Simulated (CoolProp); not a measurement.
Properties of R125 at several states.

Computed with CoolProp (reference Helmholtz-energy equation of state, Lemmon 2005).

```json
[
 {"T (K)": "328.3", "p (bar)": "0.248", "phase": "gas", "cv (kJ/(kg K))": "(withheld)", "speed of sound (m/s)": "157.2", "conductivity (mW/(m K))": "(withheld)"},
 {"T (K)": "250.3", "p (bar)": "3.92", "phase": "liquid", "cv (kJ/(kg K))": "(withheld)", "speed of sound (m/s)": "556.4", "conductivity (mW/(m K))": "(withheld)"},
 {"T (K)": "415.5", "p (bar)": "0.274", "phase": "gas", "cv (kJ/(kg K))": "0.8852", "speed of sound (m/s)": "(withheld)", "conductivity (mW/(m K))": "23.4"},
 {"T (K)": "466.1", "p (bar)": "0.678", "phase": "gas", "cv (kJ/(kg K))": "(withheld)", "speed of sound (m/s)": "185.9", "conductivity (mW/(m K))": "27.8"}
]
```

Problem. What belongs in the gaps?

Solution. 
- 328.3, cv (kJ/(kg K)): 0.7650
- 328.3, conductivity (mW/(m K)): 16.3
- 250.3, cv (kJ/(kg K)): 0.7629
- 250.3, conductivity (mW/(m K)): 79.9
- 415.5, speed of sound (m/s): 176.0
- 466.1, cv (kJ/(kg K)): 0.9447

Thermal conductivity comes from a separate model (Perkins 2006).
